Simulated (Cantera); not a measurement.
An adiabatic, constant-volume homogeneous reactor starts with CH4 : O2 : N2 = 1 : 1.25 : 4.7 (molar parts), equivalence ratio 1.6, at 1200 K and 1.40 bar. Integrator tolerance rtol = 1e-08.

Detailed kinetics in Cantera: GRI-Mech 3.0 (53 species, 325 reactions).

```json
[
 {"quantity": "time of steepest temperature rise", "before": "41.6 ms", "after": "30.1 ms"},
 {"quantity": "temperature at 0.100 s", "before": "2779 K", "after": "2779 K"},
 {"quantity": "equilibrium temperature", "before": "2779 K", "after": "2779 K"},
 {"quantity": "x(CH4) at 0.100 s", "before": "7.01e-12 (gas-phase equilibrium 8.02e-12)", "after": "<1e-12 (gas-phase equilibrium <1e-12)"},
 {"quantity": "x(O2) at 0.100 s", "before": "0.000349 (gas-phase equilibrium 0.000349)", "after": "0.0323 (gas-phase equilibrium 0.0323)"},
 {"quantity": "x(C2H) at 0.100 s", "before": "<1e-12 (gas-phase equilibrium <1e-12)", "after": "<1e-12 (gas-phase equilibrium <1e-12)"},
 {"quantity": "x(OH) at 0.100 s", "before": "0.00584 (gas-phase equilibrium 0.00584)", "after": "0.0174 (gas-phase equilibrium 0.0174)"},
 {"quantity": "x(C2H2) at 0.100 s", "before": "<1e-12 (gas-phase equilibrium <1e-12)", "after": "<1e-12 (gas-phase equilibrium <1e-12)"}
]
```

Question: What was changed between the two runs?
(A) initial temperature 1200 to 1525 K
(B) constant pressure in place of constant volume
(C) CH4 1 to 0.53 parts
(D) initial temperature 1200 to 1750 K

Answer: C, CH4 1 to 0.53 parts
